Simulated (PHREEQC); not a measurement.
Model water analysis in mg/L, 25 °C, pH 6.3, pe 0.3:

| constituent | mg/L |
|---|---|
| Na | 5.6 |
| K | 0.0334 |
| Ca | 1.68 |
| Mg | 0.175 |
| Cl | 5.67 |
| S(6) as SO4 | 1.21 |
| Alkalinity as HCO3 | 8.86 |
| Fe(2) | 0.0334 |
| Si as SiO2 | 0.486 |
| F | 0.0123 |
| N(-3) as NH4 | 0.00271 |
| B | 0.0383 |

Valence states are taken as typed.

Equilibrium calculation in PHREEQC: ion-association model, phreeqc.dat.

Precipitation was switched off in this run.

Task: Predict the charge-balance error.

Result: charge-balance error 1.9 %.

Task: In which forms is Fe present?

Result: Fe+2 98 %, FeHCO3+ 1.3 % of the Fe.

SiF6-2 is the database's only silicon fluoride. Real BF4- forms and hydrolyses slowly; the run takes it at equilibrium. Fluoro complexes past AlF4- and FeF3 are missing from the database.
